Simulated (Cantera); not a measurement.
Cantera run:

```python
import numpy as np
import cantera as ct

gas_names = """
    Fe H H2 H2S N NH NH2 NH3 N2 N2H2 N2H4 S SH SN S2 S8
""".split()
cond_names = """
    Fe(a) Fe(c) Fe(d) Fe(L) FeS(a) FeS(b) FeS(c) FeS(L) FeS2(s) S(cr1) S(cr2) S(L)
""".split()


# ... load() reads the species with a 1 bar reference pressure and builds the phases ...
atoms = {
    'FeS2': {'Fe': 1, 'S': 2},
    'H2': {'H': 2},
    'N2': {'N': 2},
}
top_T = {'FeS2(s)': 1010}  # K; cautious upper limits of use, not melting points


# ... equilibrate(T, P, feed) seeds the gas with the atoms and calls Mixture.equilibrate('TP', solver="vcs", rtol=1e-11, max_steps=5000) ...
results = []
feed = {'FeS2': 1, 'H2': 27, 'N2': 1.2}  # mol
T = 2123.15  # K
P = 43  # Pa
mix = equilibrate(T, P, feed)
results.append((T, P, feed, dict(zip(mix.species_names, mix.species_moles))))
x = sorted(zip(gas.X, gas.species_names), reverse=True)
print(f"T = {T:g} K  P = {P:g} Pa  gas = {mix.phase_moles(0):.4g} mol")
print("   x: " + "  ".join(f"{s} {v:.3e}" for v, s in x if v > 0.0001))
print("   condensed (mol): " + ("  ".join(f"{mix.phase(i).name} {mix.phase_moles(i):.4g}"
      for i in range(1, mix.n_phases) if mix.phase_moles(i) > 1e-12) or "none"))
```

Output:

```
T = 2123.15 K  P = 43 Pa  gas = 33.19 mol
   x: H2 7.347e-01  H 1.484e-01  N2 3.616e-02  S 3.235e-02  Fe 3.013e-02  S2 9.725e-03  SH 7.816e-03  H2S 6.469e-04
   condensed (mol): none
```

Equilibrium computed with Cantera from the NASA thermochemical tables; the gas is ideal and each condensed phase is pure.
